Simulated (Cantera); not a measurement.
A closed system holds: 1 mol Ta2O5, 2800 mol H2, 0.47 mol H2O, equilibrated at 2200 K and 24.0 mbar.

Method: chemical equilibrium by Gibbs-energy minimisation in Cantera with the NASA 1993 tables (ideal gas, pure condensed phases). Candidate condensed phases: H2O, Ta, Ta2O5; 12 gas species. Condensed phases not in the tables: N, O or C dissolved in the metal. Equilibrium is a limit: real reactors are often held back by kinetics, nucleation or transport.

Problem. What is the equilibrium state?

Solution. 
- x(H2) = 0.963
- x(H) = 0.0357
- x(H2O) = 0.00152
- x(TaO2) = 0.000157
- x(TaO) = 7.57e-5
- x(OH) = 7.86e-6
- n(Ta(s)) = 1.34 mol
- gas amount = 2852 mol
- log10 activity of Ta2O5(l) (absent) = -1.83
